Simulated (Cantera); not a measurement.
An adiabatic, constant-pressure homogeneous reactor starts with 3.27 % CH4, 10.1 % O2, 86.7 % N2, equivalence ratio 0.65, at 1300 K and 24.7 atm.

Model: GRI-Mech 3.0 (53 species, 325 reactions), integrated in Cantera. The pressure lies above the range GRI-Mech 3.0 was tuned for (to about 10 atm).

Predict: time of steepest temperature rise; temperature at 0.700 s; equilibrium temperature; x(O2) at 0.700 s; x(NO) at 0.700 s; x(H) at 0.700 s.


```json
{
  "time_of_steepest_temperature_rise": "1.04 ms",
  "temperature at 0.700 s": "2003 K",
  "equilibrium_temperature": "2001 K",
  "x(O2) at 0.700 s": "0.0340 (gas-phase equilibrium 0.0336)",
  "x(NO) at 0.700 s": "0.00247 (gas-phase equilibrium 0.00323)",
  "x(H) at 0.700 s": "1.54e-6 (gas-phase equilibrium 1.51e-6)"
}
```
